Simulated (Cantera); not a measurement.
## Fe2O3 + CO + N2 (carbothermic reduction)

Charge: 1 mol Fe2O3, a varied amount of CO, 0.16 mol N2, equilibrated at 1130 Torr.

These are equilibrium values from Cantera (NASA tables, ideal gas, pure condensed phases), not measurements of a reactor. Candidate condensed phases: C, Fe, Fe(CO)5, FeO, Fe2O3, Fe3O4; 27 gas species. Each liquid is taken as pure. Mutual solubility and eutectic melting of coexisting phases are not modelled. The tables' stoichiometric FeO is somewhat more stable than real wüstite, so its field is too wide. FeO: taken at fixed stoichiometry. Condensed phases not in the tables: cementite and carbon dissolved in iron. Rates play no part.

Task: Map the stable condensed phases over T = 923, 1023, 1123, 1223, 1323, 1423, 1523, 1623, 1723, 1823, 1923, 2023 K and n(CO) in mol = 2.2, 3.7, 5.3, 6.8, 8.3, 9.8, 11, 13, 14, 16, 17, 19.

Result: 
```
T in K \ n(CO) in mol
         2.2 3.7 5.3 6.8 8.3 9.8  11  13  14  16  17  19
   2023    A   A   A   A   A   A   B   B   B   B   B   B
   1923    A   A   A   A   A   A   B   B   B   B   B   B
   1823    A   A   A   A   A   B   B   B   B   B   B   B
   1723    A   A   A   A   A   B   B   B   B   B   B   B
   1623    A   A   A   A   B   B   B   B   B   B   B   B
   1523    A   A   A   A   B   B   B   B   B   B   B   B
   1423    A   A   A   A   B   B   B   B   B   B   B   B
   1323    A   A   A   B   B   B   B   B   B   B   B   B
   1223    A   A   A   B   B   B   B   B   B   B   B   C
   1123    A   A   A   B   B   B   B   B   B   B   C   C
   1023    A   D   D   D   D   D   D   D   D   D   D   D
    923    D   D   D   D   D   D   D   D   D   D   D   D
```
A: FeO; B: Fe + FeO; C: Fe; D: C + FeO.
